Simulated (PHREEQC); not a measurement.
A solution holds 1.9 mol HNO3 and 0.0013 mol FeCl3 per kg of water, at 25 °C. Closed to the air; pH follows from the charge balance.

Equilibrium calculation in PHREEQC: ion-association model, phreeqc.dat.

| quantity | before | after |
|---|---|---|
| pH | -0.14 | 3.10 |
| Fe+3 (mol/kgw) | 0.00126 | 0.000291 |
| FeCl+2 (mol/kgw) | 3.54e-5 | 8.22e-6 |
| FeOH+2 (mol/kgw) | 2.27e-6 | 0.000920 |
| FeCl2+ (mol/kgw) | 8.06e-8 | 1.88e-8 |
| Fe(OH)2+ (mol/kgw) | 1.12e-10 | 7.98e-5 |
| SI of Goethite (FeOOH) | -3.62 | +5.47 |
| SI of Hematite (Fe2O3) | -5.21 | +12.98 |

Q: What was changed between the two runs?
A) FeCl3 from 0.0013 to 0.0065 mol/kgw
B) diluted 5-fold with water
C) HNO3 replaced by NaNO3 at the same molality
D) HNO3 from 1.9 to 0.38 mol/kgw
E) HNO3 from 1.9 to 0.95 mol/kgw

A: C, HNO3 replaced by NaNO3 at the same molality

No solid was allowed to form. The ionic strength passes 0.7 mol/kgw, the rough limit of the ion-association models, in every such run. Some of these states are supersaturated (in Hematite (slow to form), Goethite (slow to form), for instance).
